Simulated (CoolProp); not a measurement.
Vapour pressure (MPa) of 1,2-dichloroethane: the reference equation beside estimates from Tc = 561.6 K, pc = 5.226 MPa, ω = 0.269. Clausius-Clapeyron is anchored at 286.9 K with a constant enthalpy of vaporisation of 35.63 kJ/mol.

Model: reference Helmholtz-energy equation of state, Thol 2015, in CoolProp.

| T (K) | reference | Clausius-Clapeyron | van der Waals | Redlich-Kwong | Soave-Redlich-Kwong | Peng-Robinson |
|---|---|---|---|---|---|---|
| 281 | 0.004371 | 0.004380 | 0.1460 | (withheld) | 0.004098 | 0.004427 |
| 286.9 | 0.005994 | 0.005994 | (withheld) | 0.01583 | 0.005645 | 0.006052 |
| 292.7 | 0.008059 | 0.008059 | (withheld) | 0.02062 | 0.007623 | 0.008115 |
| 298.6 | 0.01074 | 0.01076 | 0.2178 | 0.02662 | 0.01020 | 0.01079 |
| 304.5 | 0.01413 | 0.01421 | 0.2466 | 0.03394 | (withheld) | 0.01416 |
| 310.4 | 0.01837 | 0.01857 | 0.2780 | 0.04278 | (withheld) | 0.01837 |
| 316.2 | 0.02350 | 0.02392 | 0.3114 | 0.05314 | 0.02259 | 0.02347 |
| 322.1 | 0.02988 | 0.03067 | 0.3483 | (withheld) | 0.02882 | 0.02981 |

### Question
Some entries are withheld; supply them.

### Answer

- 281, Redlich-Kwong: 0.01192
- 286.9, van der Waals: 0.1678
- 292.7, van der Waals: 0.1914
- 304.5, Soave-Redlich-Kwong: 0.01348
- 310.4, Soave-Redlich-Kwong: 0.01759
- 322.1, Redlich-Kwong: 0.06559

Absolute difference from the reference over all 8 rows, mean and median: Clausius-Clapeyron 0.8 and 0.4 %, van der Waals 1936.5 and 1786.6 %, Redlich-Kwong 144.9 and 144.0 %, Soave-Redlich-Kwong 4.8 and 4.8 %, Peng-Robinson 0.5 and 0.3 %.
